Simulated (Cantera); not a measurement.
Cantera run:

```python
import numpy as np
import cantera as ct

gas_names = """
    CL CLO CL2 N NO NO2 NO3 N2 N2O Na NaCL NaO Na2 Na2CL2 Na2O O O2 O3
""".split()
cond_names = """
    Na(cr) Na(L) NaCL(s) NaCL(L) NaO2(s) Na2O(c) Na2O(a) Na2O(L) Na2O2(a) Na2O2(b)
""".split()


# ... load() reads the species with a 1 bar reference pressure and builds the phases ...
atoms = {
    'NaCl': {'Na': 1, 'CL': 1},
    'O2': {'O': 2},
    'N2': {'N': 2},
}
top_T = {'NaO2(s)': 800, 'Na2O2(b)': 940}  # K; cautious upper limits of use, not melting points


# ... equilibrate(T, P, feed) seeds the gas with the atoms and calls Mixture.equilibrate('TP', solver="vcs", rtol=1e-11, max_steps=5000) ...
results = []
feed = {'NaCl': 1, 'O2': 6.3, 'N2': 440}  # mol
P = 270  # Pa
for T in [1000, 1200, 1400, 1600, 1800, 2000, 2200]:
    mix = equilibrate(T, P, feed)
    results.append((T, P, feed, dict(zip(mix.species_names, mix.species_moles))))

top = {s: max(r[3][s] / sum(r[3][g] for g in gas_names) for r in results) for s in gas_names}
cols = sorted((s for s in top if top[s] > 1e-06), key=lambda s: -top[s])[:7]
seen = [c for c in cond_names if any(r[3].get(c, 0) > 1e-12 for r in results)]
print("log10 of partial pressures in bar; condensed amounts in mol")
print(f"{'T/K':>10s}" + "".join(f"{s[:9]:>10s}" for s in cols + seen))
for T, P, feed, n in results:
    ng = sum(n[g] for g in gas_names)
    print(f"{T:10.4g}" + "".join(f"{np.log10(max(n[s] / ng * P / 1e5, 1e-99)):10.3f}" for s in cols)
          + "".join(f"{n.get(c, 0):10.4g}" for c in seen))
```

Result:

```
log10 of partial pressures in bar; condensed amounts in mol
       T/K        N2        O2         O        NO      NaCL        CL        Na
      1000    -2.576    -4.420   -12.013    -7.612    -5.249   -10.919   -10.921
      1200    -2.576    -4.421    -9.811    -6.816    -5.220    -9.100    -9.101
      1400    -2.576    -4.423    -8.236    -6.249    -5.220    -7.808    -7.808
      1600    -2.576    -4.429    -7.053    -5.825    -5.230    -6.841    -6.842
      1800    -2.576    -4.443    -6.136    -5.500    -5.279    -6.109    -6.109
      2000    -2.577    -4.478    -5.414    -5.253    -5.460    -5.593    -5.593
      2200    -2.578    -4.573    -4.854    -5.084    -5.910    -5.321    -5.321
```

Cantera equilibrium calculation (NASA polynomials, part measured and part estimated; ideal gas, pure solids and liquids).
